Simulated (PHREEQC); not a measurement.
Dissolve 0.18 mol KOH and 1.5e-06 mol H4SiO4 per kg of water at 20 °C. Closed to the air; pH follows from the charge balance.

Model: Pitzer model, pitzer.dat, run in PHREEQC.

Question: The ionic strength comes out as 0.180 mol/kgw. What activity coefficients do H2SiO4-2, K+, OH- get?

Answer: H2SiO4-2 0.20, K+ 0.75, OH- 0.78. Single-ion values are on the MacInnes scale.

Precipitation was switched off in this run.
